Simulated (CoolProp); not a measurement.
Computed with CoolProp (reference Helmholtz-energy equation of state, Thol 2019).

### Question
Give the vapour pressure (kPa), liquid density (kg/m³), vapour density (kg/m³), enthalpy of vaporisation (kJ/kg) of saturated dodecamethylpentasiloxane (MD3M) at 197.35, 200.85 °C.

### Answer
| T (°C) | p (kPa) | liquid density (kg/m³) | vapour density (kg/m³) | enthalpy of vaporisation (kJ/kg) |
|---|---|---|---|---|
| 197.35 | 44.8 | 694 | 4.69 | 122 |
| 200.85 | 49.3 | 689 | 5.15 | 121 |
